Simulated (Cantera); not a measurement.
**Adiabatic ignition**

An adiabatic, constant-pressure homogeneous reactor starts with 10.4 % CH4, 18.8 % O2, 70.8 % N2, equivalence ratio 1.1, at 1400 K and 5.00 bar.

Model: GRI-Mech 3.0 (53 species, 325 reactions), integrated in Cantera.

| t (s) | T (K) | x CH4 | x O2 | x C2H2 | x CH2CO | x H | x C2H | x CH2O |
|---|---|---|---|---|---|---|---|---|
| 3.00e-6 | 1400 | 0.104 | 0.188 | <1e-12 | <1e-12 | 1.26e-9 | <1e-12 | 1.16e-8 |
| 9.11e-6 | 1400 | 0.104 | 0.188 | <1e-12 | <1e-12 | 1.90e-9 | <1e-12 | 1.22e-7 |
| 2.77e-5 | 1400 | 0.104 | 0.188 | <1e-12 | <1e-12 | 5.16e-9 | <1e-12 | 1.59e-6 |
| 8.40e-5 | 1400 | 0.103 | 0.188 | 2.51e-11 | 9.38e-11 | 2.34e-8 | <1e-12 | 2.53e-5 |
| 0.000255 | 1402 | 0.103 | 0.188 | 3.93e-9 | 2.28e-8 | 7.21e-8 | <1e-12 | 0.000225 |
| 0.000775 | 1431 | 0.0969 | 0.184 | 9.83e-7 | 7.59e-6 | 1.02e-6 | <1e-12 | 0.00182 |
| 0.00235 | 2822 | <1e-12 | 0.00809 | <1e-12 | <1e-12 | 0.00564 | <1e-12 | 1.82e-9 |
| 0.00714 | 2822 | <1e-12 | 0.00806 | <1e-12 | <1e-12 | 0.00564 | <1e-12 | 1.82e-9 |
| 0.0217 | 2822 | <1e-12 | 0.00806 | <1e-12 | <1e-12 | 0.00564 | <1e-12 | 1.82e-9 |
| 0.0659 | 2822 | <1e-12 | 0.00806 | <1e-12 | <1e-12 | 0.00564 | <1e-12 | 1.82e-9 |
| 0.200 | 2822 | <1e-12 | 0.00806 | <1e-12 | <1e-12 | 0.00564 | <1e-12 | 1.82e-9 |
x: mole fraction; the columns are a selection and need not sum to one.

```yaml
time_of_steepest_temperature_rise: 0.993 ms
temperature at 0.200 s: 2822 K
equilibrium_temperature: 2822 K
x(CH4) at 0.200 s: <1e-12 (gas-phase equilibrium <1e-12)
x(O2) at 0.200 s: 0.00806 (gas-phase equilibrium 0.00806)
x(C2H2) at 0.200 s: <1e-12 (gas-phase equilibrium <1e-12)
```
